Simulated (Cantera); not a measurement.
Feed: 1 mol S, 2.3 mol H2, 1.8 mol N2, held at 2623.15 K and 1.00 bar.

Method: chemical equilibrium by Gibbs-energy minimisation in Cantera with the NASA 1993 tables (ideal gas, pure condensed phases). Candidate condensed phases: S; 15 gas species. Rates play no part.

Base state: H2 0.442, N2 0.386, S2 0.0701, SH 0.0360, H 0.0280, S 0.0190, H2S 0.0190, SN 8.62e-5 (mole fractions); condensed: gas only.

What changes in the equilibrium state with this change: pressure from 1.00 bar to 0.0133 bar?


```tsv
species	before	after
N2	0.386	0.331
H2	0.442	0.311
H	0.0280	0.203
S	0.0190	0.106
H2S	0.0190	0.000989
S2	0.0701	0.0289
SH	0.0360	0.0194
SN	8.62e-5	5.13e-5
```
